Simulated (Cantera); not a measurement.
Ammonia decomposition in nitride growth gas

An isothermal, constant-pressure homogeneous reactor starts with NH3 : N2 = 1 : 8.8 (molar parts), at 1750 K and 0.296 atm.

Detailed kinetics in Cantera: the gas-phase N/H chemistry of the illustrative SiF4/NH3 mechanism in the Surface Chemkin manual (1991). Walls and surfaces, which speed up NH3 decomposition in real reactors, are not modelled.

| t (s) | x NH3 | x N2 | x H2 | x N2H2 | x H | x NH2 | x NH |
|---|---|---|---|---|---|---|---|
| 4.00e-5 | 0.102 | 0.898 | 5.36e-7 | 7.59e-12 | 3.53e-8 | 1.11e-6 | 4.57e-11 |
| 0.000237 | 0.102 | 0.898 | 3.35e-6 | 4.23e-10 | 3.55e-8 | 6.72e-6 | 2.79e-9 |
| 0.00140 | 0.102 | 0.898 | 2.25e-5 | 1.91e-8 | 4.87e-8 | 3.92e-5 | 1.21e-7 |
| 0.00828 | 0.102 | 0.898 | 0.000396 | 2.18e-7 | 3.26e-7 | 0.000122 | 6.62e-7 |
| 0.0490 | 0.0994 | 0.897 | 0.00355 | 2.24e-7 | 1.71e-6 | 0.000114 | 9.40e-7 |
| 0.290 | 0.0868 | 0.892 | 0.0206 | 1.82e-7 | 8.31e-6 | 8.98e-5 | 1.30e-6 |
| 1.71 | 0.0432 | 0.877 | 0.0800 | 6.96e-8 | 3.54e-5 | 4.98e-5 | 1.08e-6 |
| 10.1 | 0.00347 | 0.862 | 0.134 | 2.27e-9 | 0.000108 | 7.26e-6 | 3.06e-7 |
| 60.0 | 0.000127 | 0.861 | 0.139 | 7.98e-12 | 0.000158 | 3.77e-7 | 2.27e-8 |
x: mole fraction; the columns are a selection and need not sum to one.

Equilibrium at this temperature and pressure: NH3 4.63e-7, N2 0.861, H2 0.139, N2H2 <1e-12, H 0.000159, NH2 1.39e-9, NH 8.43e-11 (gas phase only).
